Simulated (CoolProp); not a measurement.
Benzene at several states: density (kg/m³) from the reference equation and from simpler models built on Tc = 562.0 K, pc = 4.906 MPa, ω = 0.211; each cubic takes its own stable root.

Model: reference Helmholtz-energy equation of state, Thol 2012, in CoolProp.

| T (K) | p (MPa) | phase | reference |
|---|---|---|---|
| 449.8 | 3.05 | liquid | 699.5 |
| 528.5 | 0.856 | gas | 16.49 |
| 521.6 | 0.0314 | gas | 0.5671 |

**Question.** How far does each simpler model (van der Waals, Redlich-Kwong, Peng-Robinson) lie from the reference over these 3 states: mean and median of the absolute difference, and the worst?

**Answer.** 
- van der Waals: mean 13.3 %, median 1.5 %, worst -38.3 % at 449.8 K and 3.05 MPa
- Redlich-Kwong: mean 4.4 %, median 0.2 %, worst -13.0 % at 449.8 K and 3.05 MPa
- Peng-Robinson: mean 1.0 %, median 0.7 %, worst +2.3 % at 449.8 K and 3.05 MPa
